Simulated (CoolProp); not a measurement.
Methanol along the isotherm 243.85 °C: Z from the reference equation and from simpler models built on Tc = 240.2 °C, pc = 82.16 bar, ω = 0.565; each cubic takes its own stable root.

Computed with CoolProp (reference Helmholtz-energy equation of state, de Reuck 1993).

```
p (bar)          phase  reference
-------  -------------  ---------
12.8               gas     0.9492
25.7               gas     0.8887
38.5               gas     0.8190
51.3               gas     0.7395
64.2               gas     0.6408
77                 gas     0.5025
89.9     supercritical     0.1865
103      supercritical     0.1784
116      supercritical     0.1888
128      supercritical     0.2007
141      supercritical     0.2145
154      supercritical     0.2287
167      supercritical     0.2431
180      supercritical     0.2576
193      supercritical     0.2721
205      supercritical     0.2855
```

**Question.** How far does each simpler model (Soave-Redlich-Kwong, Peng-Robinson) lie from the reference over these 16 states: mean and median of the absolute difference, and the worst?

**Answer.** 
- Soave-Redlich-Kwong: mean 32.4 %, median 46.5 %, worst +57.1 % at 243.85 °C and 89.9 bar
- Peng-Robinson: mean 23.0 %, median 31.9 %, worst +44.5 % at 243.85 °C and 89.9 bar
